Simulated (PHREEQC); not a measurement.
H3PO4 is added in steps, without added water, to 1 kg of water holding 0.11 mol/kgw NiCl2, 0.29 mol/kgw H3BO3 and 0.0011 mol/kgw HCl, at 25 °C. Oxygen is held at 0.21 atm. The system is closed to CO2. Only these solids could form: Ni(OH)2, Ni3(PO4)2.

Base run: PHREEQC, ion-association model, wateq4f.dat. Each further column changes one thing. The table gives H3PO4 (mol/kgw).

```
H3PO4 added (mol)     base  H3BO3 from 0.29 to 0.261 mol/kgw  temperature from 25 to 90 °C  NiCl2 from 0.11 to 0.121 mol/kgw  no solid may form
-----------------  -------  --------------------------------  ----------------------------  --------------------------------  -----------------
0                        0                                 0                             0                                 0                  0
2.5e-05            2.01e-6                           2.01e-6                       3.32e-6                           1.98e-6            2.01e-6
5e-05              4.10e-6                           4.10e-6                       6.75e-6                           4.04e-6            4.10e-6
7.5e-05            6.26e-6                           6.26e-6                       1.03e-5                           6.17e-6            6.26e-6
0.0001             8.50e-6                           8.50e-6                       1.39e-5                           8.37e-6            8.50e-6
0.000125           1.08e-5                           1.08e-5                       1.77e-5                           1.06e-5            1.08e-5
0.00015            1.32e-5                           1.32e-5                       2.15e-5                           1.30e-5            1.32e-5
0.000175           1.56e-5                           1.56e-5                       2.55e-5                           1.54e-5            1.56e-5
0.0002             1.82e-5                           1.82e-5                       2.96e-5                           1.79e-5            1.82e-5
```

H3PO4, which wateq4f.dat lacks, is added to it with the constant of phreeqc.dat. The database has no phosphate complexes of Ni. Away from 25 °C the constants follow the database's enthalpies or fits; those with neither stay at their 25 °C values.
